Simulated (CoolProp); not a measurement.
Vapour-liquid equilibrium of toluene (1) + ethylbenzene (2) at 209.95 °C; x and y are mole fractions of (1).

Values from CoolProp's multi-fluid Helmholtz-energy mixture model, Lemmon 2006 and Zhou 2012; pair parameters Bell 2016.

```tsv
x	bubble pressure, mixture model (bar)	bubble pressure, Raoult's law (bar)	y, mixture model	y, Raoult's law
0.05	5.389	5.393	0.077	0.083
0.125	5.653	5.671	0.182	0.197
0.2	5.913	5.949	0.279	0.300
0.275	6.169	6.228	0.368	0.394
0.35	6.426	6.506	0.451	0.480
0.425	6.686	6.784	0.530	0.559
0.5	6.951	7.062	0.604	0.631
0.575	7.221	7.340	0.674	0.698
0.65	7.500	7.618	0.740	0.761
0.725	7.787	7.897	0.803	0.819
0.8	8.083	8.175	0.862	0.873
0.875	8.388	8.453	0.917	0.923
0.95	8.702	8.731	0.968	0.970
```

The largest gap from Raoult's law is -1.6 % in bubble pressure, at x = 0.575. No azeotrope shows between x = 0.05 and 0.95.

Pair parameters are fitted to limited data, so mixtures are less certain than the pure fluids.
